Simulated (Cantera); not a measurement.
Charge: 1 mol V, 0.11 mol N₂, 0.99 mol N₂O, equilibrated at 0.113 Torr.

Cantera equilibrium calculation (NASA polynomials, part measured and part estimated; ideal gas, pure solids and liquids). Candidate condensed phases: V, VN, VO, V₂O₃, V₂O₄, V₂O₅; 13 gas species. Mutual solubility and eutectic melting of coexisting phases are not modelled. VN, VO: taken at fixed stoichiometry. Condensed phases not in the tables: the oxides between V₂O₃ and V₂O₅ other than VO₂, solid solutions among these carbides, nitrides and lower oxides, V₂N, N, O or C dissolved in the metal. The numbers say what is thermodynamically allowed, not how fast it happens.

x: gas mole fraction; n: condensed amount in mol.

```json
[
 {"T (K)": "850", "x N₂": "1.00", "x VO": "<1e-12", "x V": "<1e-12", "x VO₂": "<1e-12", "x O": "<1e-12", "n VN(s)": "0.340", "n V₂O₃(s)": "0.330", "n VO(s)": "0", "n V(s)": "0"},
 {"T (K)": "1050", "x N₂": "1.00", "x VO": "<1e-12", "x V": "<1e-12", "x VO₂": "<1e-12", "x O": "<1e-12", "n VN(s)": "0.340", "n V₂O₃(s)": "0.330", "n VO(s)": "0", "n V(s)": "0"},
 {"T (K)": "1250", "x N₂": "1.00", "x VO": "6.59e-11", "x V": "<1e-12", "x VO₂": "3.37e-10", "x O": "<1e-12", "n VN(s)": "0.0100", "n V₂O₃(s)": "0", "n VO(s)": "0.990", "n V(s)": "0"},
 {"T (K)": "1450", "x N₂": "1.00", "x VO": "8.13e-8", "x V": "4.48e-9", "x VO₂": "5.68e-8", "x O": "…", "n VN(s)": "0.0100", "n V₂O₃(s)": "0", "n VO(s)": "0.990", "n V(s)": "0"},
 {"T (K)": "1650", "x N₂": "1.000", "x VO": "1.68e-5", "x V": "6.17e-6", "x VO₂": "2.56e-6", "x O": "…", "n VN(s)": "0.01000", "n V₂O₃(s)": "0", "n VO(s)": "0.990", "n V(s)": "0"},
 {"T (K)": "1850", "x N₂": "0.998", "x VO": "0.00104", "x V": "0.00131", "x VO₂": "6.28e-5", "x O": "…", "n VN(s)": "0", "n V₂O₃(s)": "0", "n VO(s)": "0.989", "n V(s)": "0.00862"},
 {"T (K)": "2050", "x N₂": "0.953", "x VO": "0.0275", "x V": "0.0140", "x VO₂": "0.00532", "x O": "…", "n VN(s)": "0", "n V₂O₃(s)": "0", "n VO(s)": "0.946", "n V(s)": "0"},
 {"T (K)": "2250", "x N₂": "0.524", "x VO": "0.280", "x V": "0.100", "x VO₂": "0.0956", "x O": "…", "n VN(s)": "0", "n V₂O₃(s)": "0", "n VO(s)": "0", "n V(s)": "0"},
 {"T (K)": "2450", "x N₂": "0.523", "x VO": "0.269", "x V": "0.107", "x VO₂": "0.0999", "x O": "…", "n VN(s)": "0", "n V₂O₃(s)": "0", "n VO(s)": "0", "n V(s)": "0"}
]
```

Problem. Fill in the missing entries.

Solution. 
- 1450, x O: 3.30e-12
- 1650, x O: 3.41e-10
- 1850, x O: 1.69e-8
- 2050, x O: 2.64e-6
- 2250, x O: 0.000114
- 2450, x O: 0.00181
